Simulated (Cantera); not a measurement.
Cantera with NASA thermochemical tables; ideal gases at 1 bar, condensed phases pure. Values are per mole of reaction as written; species without (g) are pure solids or liquids, kept so even where they would boil at 1 bar.

2 Al(g) + 3 I₂ = 2 AlI₃(g)

```
T (K)  ΔH° (kJ)  ΔS° (J/K)  ΔG° (kJ)  log10 K  condensed phases
-----  --------  ---------  --------  -------  ----------------
300     -1046.1       69.4   -1066.9   185.76             I₂(s)
398     -1099.5      -70.3   -1071.5   140.63             I₂(l)
423     -1102.6      -77.7   -1069.7   132.09             I₂(l)
448     -1105.6      -84.7   -1067.7   124.48             I₂(l)
473           ?          ?         ?        ?             I₂(l)
498     -1111.6      -97.3   -1063.1   111.50             I₂(l)
523     -1114.5     -103.2   -1060.6   105.92             I₂(l)
548     -1117.5     -108.7   -1057.9   100.84             I₂(l)
573           ?          ?         ?        ?             I₂(l)
```

Q: Complete the blanks.

A: 
- 473, ΔH° (kJ): -1108.6
- 473, ΔS° (J/K): -91.2
- 473, ΔG° (kJ): -1065.5
- 473, log10 K: 117.66
- 573, ΔH° (kJ): -1120.5
- 573, ΔS° (J/K): -114.0
- 573, ΔG° (kJ): -1055.2
- 573, log10 K: 96.19
